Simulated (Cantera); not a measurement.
Input: 1 mol SiH₂Cl₂, 0.42 mol Cl₂, 4.1 mol H₂, held at 10.0 mbar.

Method: chemical equilibrium by Gibbs-energy minimisation in Cantera with the NASA 1993 tables (ideal gas, pure condensed phases). Candidate condensed phases: Si; 19 gas species. The tables' values for SiCl₃, SiCl are old estimates; treat these amounts as uncertain. Equilibrium is a limit: real reactors are often held back by kinetics, nucleation or transport.

x: gas mole fraction; n: condensed amount in mol.

| T (°C) | x H₂ | x HCl | x SiCl₂ | x SiCl₄ | x SiCl₃ | x SiHCl₃ | n Si(s) |
|---|---|---|---|---|---|---|---|
| 900 | 0.784 | 0.103 | 0.0307 | 0.0581 | 0.0134 | 0.0103 | 0.316 |
| 950 | 0.761 | ___ | ___ | ___ | 0.0160 | ___ | ___ |
| 1000 | 0.739 | ___ | ___ | ___ | 0.0166 | ___ | ___ |
| 1050 | 0.722 | 0.155 | 0.0907 | 0.0137 | 0.0151 | 0.00324 | 0.218 |
| 1100 | 0.712 | 0.162 | 0.106 | 0.00667 | 0.0123 | 0.00186 | 0.188 |
| 1150 | 0.706 | 0.165 | 0.115 | 0.00309 | 0.00950 | 0.00103 | 0.166 |
| 1200 | 0.704 | 0.165 | 0.122 | 0.00143 | 0.00714 | 0.000572 | 0.150 |
| 1250 | 0.702 | 0.165 | 0.126 | 0.000676 | 0.00535 | 0.000323 | 0.138 |
| 1300 | 0.702 | 0.164 | 0.129 | 0.000330 | 0.00403 | 0.000187 | 0.128 |

Task: What belongs in the gaps?

Result: 
- 950, x HCl: 0.125
- 950, x SiCl₂: 0.0496
- 950, x SiCl₄: 0.0412
- 950, x SiHCl₃: 0.00777
- 950, n Si(s): 0.292
- 1000, x HCl: 0.143
- 1000, x SiCl₂: 0.0711
- 1000, x SiCl₄: 0.0255
- 1000, x SiHCl₃: 0.00528
- 1000, n Si(s): 0.256
